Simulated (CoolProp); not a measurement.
Vapour pressure (bar) of fluoroethane (R161): the reference equation beside estimates from Tc = 375.2 K, pc = 50.10 bar, ω = 0.216. Clausius-Clapeyron is anchored at 305.2 K with a constant enthalpy of vaporisation of 15.73 kJ/mol.

Values from CoolProp's reference Helmholtz-energy equation of state, Wu 2012.

| T (K) | reference | Lee-Kesler | Clausius-Clapeyron | van der Waals |
|---|---|---|---|---|
| 266.8 | 3.523 | 3.528 | 4.571 | 10.87 |
| 279.6 | 5.374 | 5.397 | 6.324 | 13.71 |
| 292.4 | 7.876 | 7.918 | 8.504 | 16.99 |
| 305.2 | 11.15 | 11.21 | 11.15 | 20.72 |
| 318 | 15.34 | 15.42 | 14.31 | 24.94 |
| 330.8 | 20.59 | 20.67 | 18.02 | 29.65 |
| 343.6 | 27.06 | 27.17 | 22.30 | 34.88 |
| 356.4 | 34.99 | 35.11 | 27.17 | 40.63 |
| 369.2 | 44.70 | 44.81 | 32.66 | 46.93 |

Absolute difference from the reference over all 9 rows, mean and median: Lee-Kesler 0.4 and 0.4 %, Clausius-Clapeyron 15.7 and 17.6 %, van der Waals 80.2 and 62.6 %.
